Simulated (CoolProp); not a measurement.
o-xylene at 443.31 K and 1.26 MPa is throttled through a valve to 0.416 MPa with no heat exchange. Each further row changes one setting.

Values from CoolProp's reference Helmholtz-energy equation of state, Zhou 2012.

```tsv
case	temperature change (K)	final phase	final density (kg/m³)
as stated	+0.2	liquid	744
outlet pressure 0.125 MPa	-17.7	two-phase, vapour fraction 0.119	32.1
outlet pressure 0.541 MPa	+0.2	liquid	744
```
